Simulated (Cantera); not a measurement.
A jet of CH₄ : O₂ : N₂ = 0.02 : 0.077 : 0.79 (molar parts), equivalence ratio 0.52 at 300 K and 0.237 atm hits a platinum plate 4.3 cm away at a mass flux of 0.064 kg/m²/s; the plate temperature is set and raised in steps from an oxygen-covered start.

Model: Deutschmann's 1995 Pt surface mechanism with GRI-Mech 3.0 gas chemistry, integrated in Cantera. Catalytic surfaces can have several steady states; this one follows from the mechanism file's or the stated starting coverage.

x: mole fraction at the wall; θ: surface coverage.

```json
[
 {"plate T (K)": "900", "wall x CH₄": "0.0116", "wall x O₂": "0.0636", "wall x H₂O": "0.0204", "wall x OH": "___", "wall x CO": "4.19e-6", "wall x CO₂": "0.0134", "θ free Pt": "0.180", "θ O*": "0.818", "θ OH*": "0.00178"},
 {"plate T (K)": "950", "wall x CH₄": "0.00775", "wall x O₂": "0.0554", "wall x H₂O": "0.0275", "wall x OH": "___", "wall x CO": "3.89e-6", "wall x CO₂": "0.0181", "θ free Pt": "0.248", "θ O*": "0.750", "θ OH*": "0.00190"},
 {"plate T (K)": "1000", "wall x CH₄": "0.00525", "wall x O₂": "0.0502", "wall x H₂O": "0.0321", "wall x OH": "___", "wall x CO": "3.58e-6", "wall x CO₂": "0.0211", "θ free Pt": "0.318", "θ O*": "0.680", "θ OH*": "0.00184"},
 {"plate T (K)": "1050", "wall x CH₄": "0.00373", "wall x O₂": "0.0470", "wall x H₂O": "0.0348", "wall x OH": "___", "wall x CO": "3.38e-6", "wall x CO₂": "0.0229", "θ free Pt": "0.388", "θ O*": "0.610", "θ OH*": "0.00170"},
 {"plate T (K)": "1100", "wall x CH₄": "0.00278", "wall x O₂": "0.0450", "wall x H₂O": "0.0364", "wall x OH": "___", "wall x CO": "3.31e-6", "wall x CO₂": "0.0241", "θ free Pt": "0.456", "θ O*": "0.543", "θ OH*": "0.00152"},
 {"plate T (K)": "1150", "wall x CH₄": "0.00217", "wall x O₂": "0.0438", "wall x H₂O": "0.0375", "wall x OH": "___", "wall x CO": "3.36e-6", "wall x CO₂": "0.0247", "θ free Pt": "0.521", "θ O*": "0.478", "θ OH*": "0.00135"}
]
```

Q: Some entries are withheld; supply them.

A: 
- 900, wall x OH: 1.98e-8
- 950, wall x OH: 5.98e-8
- 1000, wall x OH: 1.58e-7
- 1050, wall x OH: 3.73e-7
- 1100, wall x OH: 8.02e-7
- 1150, wall x OH: 1.59e-6
